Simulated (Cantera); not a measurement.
An adiabatic, constant-volume homogeneous reactor starts with H2 : O2 : N2 : H2O = 1 : 1.06 : 4 : 1.2 (molar parts), equivalence ratio 0.47, at 1548 K and 7500 Torr. Integrator tolerance rtol = 1e-08.

Computed with Cantera and the H2/O2 subset of GRI-Mech 3.0, which has no nitrogen chemistry. The hydrogen kinetics of GRI-Mech 3.0 are dated; newer H2 mechanisms differ, most at raised pressure.

Problem. What does this change do: N2 4 to 7.5 parts?

Solution. 
```
quantity                                                            before                                      after
---------------------------------  ---------------------------------------  -----------------------------------------
time of steepest temperature rise                                  2.23 µs                                    2.99 µs
temperature at 0.400 s                                              2553 K                                     2293 K
equilibrium temperature                                             2553 K                                     2293 K
x(H2) at 0.400 s                   0.00219 (gas-phase equilibrium 0.00219)  0.000486 (gas-phase equilibrium 0.000486)
x(O2) at 0.400 s                     0.0799 (gas-phase equilibrium 0.0799)      0.0537 (gas-phase equilibrium 0.0537)
x(H2O) at 0.400 s                      0.315 (gas-phase equilibrium 0.315)        0.212 (gas-phase equilibrium 0.212)
x(HO2) at 0.400 s                  2.79e-5 (gas-phase equilibrium 2.79e-5)    8.06e-6 (gas-phase equilibrium 8.06e-6)
x(OH) at 0.400 s                     0.0120 (gas-phase equilibrium 0.0120)    0.00381 (gas-phase equilibrium 0.00381)
x(O) at 0.400 s                    0.00136 (gas-phase equilibrium 0.00136)  0.000295 (gas-phase equilibrium 0.000295)
```

Problem. What does this change do: initial temperature 1548 to 998 K?

Solution. 
```json
[
 {"quantity": "time of steepest temperature rise", "before": "2.23 µs", "after": "15.5 ms"},
 {"quantity": "temperature at 0.400 s", "before": "2553 K", "after": "2149 K"},
 {"quantity": "equilibrium temperature", "before": "2553 K", "after": "2149 K"},
 {"quantity": "x(H2) at 0.400 s", "before": "0.00219 (gas-phase equilibrium 0.00219)", "after": "0.000209 (gas-phase equilibrium 0.000209)"},
 {"quantity": "x(O2) at 0.400 s", "before": "0.0799 (gas-phase equilibrium 0.0799)", "after": "0.0821 (gas-phase equilibrium 0.0821)"},
 {"quantity": "x(H2O) at 0.400 s", "before": "0.315 (gas-phase equilibrium 0.315)", "after": "0.324 (gas-phase equilibrium 0.324)"},
 {"quantity": "x(HO2) at 0.400 s", "before": "2.79e-5 (gas-phase equilibrium 2.79e-5)", "after": "9.34e-6 (gas-phase equilibrium 9.34e-6)"},
 {"quantity": "x(OH) at 0.400 s", "before": "0.0120 (gas-phase equilibrium 0.0120)", "after": "0.00272 (gas-phase equilibrium 0.00272)"},
 {"quantity": "x(O) at 0.400 s", "before": "0.00136 (gas-phase equilibrium 0.00136)", "after": "0.000125 (gas-phase equilibrium 0.000125)"}
]
```
